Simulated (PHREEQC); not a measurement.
A column of 1 m (30 cells, dispersivity 0.08 m, 720 s a shift, diffusion coefficient 3e-10 m²/s) holds 0.01 eq of the database's cation exchanger X per kg of pore water, first in equilibrium with 0.0015 mol/kgw NH4Cl, 0.029 mol/kgw NaCl and 1e-05 mol/kgw HCl. It is flushed with 0.0065 mol NaCl, 0.0031 mol Na2SO4 and 1e-05 mol HCl per kg of water, at 15 °C. Values are for the last cell. CO2 from the air is kept out. Nothing may precipitate in this run.

The numbers come from PHREEQC with the ion-association model, phreeqc.dat.

```tsv
pore volumes	S in solution (mol/kgw)	NH4 in solution (mol/kgw)	Cl in solution (mol/kgw)	Na in solution (mol/kgw)	NH4X on the exchanger (mol/kgw)
0	0	0.00150	0.0305	0.0290	0.00176
0.4167	4.83e-5	0.00149	0.0301	0.0287	0.00176
0.6833	0.000656	0.00132	0.0254	0.0254	0.00175
1.083	0.00203	0.000924	0.0148	0.0179	0.00174
1.483	0.00275	0.000700	0.00920	0.0140	0.00169
1.883	0.00300	0.000593	0.00728	0.0127	0.00160
2.15	0.00306	0.000541	0.00683	0.0124	0.00151
2.55	0.00309	0.000469	0.00660	0.0123	0.00134
2.95	0.00310	0.000397	0.00653	0.0123	0.00116
3.35	0.00310	0.000330	0.00652	0.0124	0.000975
3.617	0.00310	0.000288	0.00651	0.0124	0.000861
4.017	0.00310	0.000232	0.00651	0.0125	0.000703
```
